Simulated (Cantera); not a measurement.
Cantera run:

```python
import numpy as np
import cantera as ct

gas_names = """
    B BF BF2 BF3 BO BOF BOF2 BO2 B2 B2O B2O2 B2O3 B3O3F3 F FO FO2 F2 F2O O O2 O3
""".split()
cond_names = """
    B(b) B(L) B2O3(L)
""".split()


# ... load() reads the species with a 1 bar reference pressure and builds the phases ...
atoms = {
    'BF3': {'B': 1, 'F': 3},
    'O2': {'O': 2},
}
top_T = {}  # K; cautious upper limits of use, not melting points


# ... equilibrate(T, P, feed) seeds the gas with the atoms and calls Mixture.equilibrate('TP', solver="vcs", rtol=1e-11, max_steps=5000) ...
results = []
feed = {'BF3': 1, 'O2': 0.075}  # mol
T = 1398  # K
P = 46  # Pa
mix = equilibrate(T, P, feed)
results.append((T, P, feed, dict(zip(mix.species_names, mix.species_moles))))
x = sorted(zip(gas.X, gas.species_names), reverse=True)
print(f"T = {T:g} K  P = {P:g} Pa  gas = {mix.phase_moles(0):.4g} mol")
print("   x: " + "  ".join(f"{s} {v:.3e}" for v, s in x if v > 1e-06))
print("   condensed (mol): " + ("  ".join(f"{mix.phase(i).name} {mix.phase_moles(i):.4g}"
      for i in range(1, mix.n_phases) if mix.phase_moles(i) > 1e-12) or "none"))
```

Result:

```
T = 1398 K  P = 46 Pa  gas = 1.075 mol
   x: BF3 9.300e-01  O2 6.969e-02  F 2.244e-04  BOF 1.107e-04  O 1.129e-05  BOF2 3.122e-06
   condensed (mol): none
```

Cantera equilibrium calculation (NASA polynomials, part measured and part estimated; ideal gas, pure solids and liquids).
